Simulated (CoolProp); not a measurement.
The fluid at 429.53 K and 0.81 MPa (stagnation) flows isentropically through a choked orifice. The same conditions are run with several fluids, on thermodynamics alone (safety and materials aside).

Model: reference Helmholtz-energy equation of state of each fluid (R114: Platzer 1990; R124: de Vries 1995; n-pentane: Thol 2019; R365MFC: Lemmon 2016; methane: Setzmann 1991), in CoolProp. The equations of Platzer and Polt are older, rougher fits.

| fluid | throat to inlet pressure ratio | mass flux (kg/(m² s)) | throat temperature (K) |
|---|---|---|---|
| R114 | 0.601 | 3560 | 414.8 |
| R124 | 0.596 | 3180 | 413.1 |
| n-pentane | 0.608 | 2330 | 416.2 |
| R365MFC | 0.610 | 3330 | 417.7 |
| methane | 0.551 | 1130 | 380.2 |
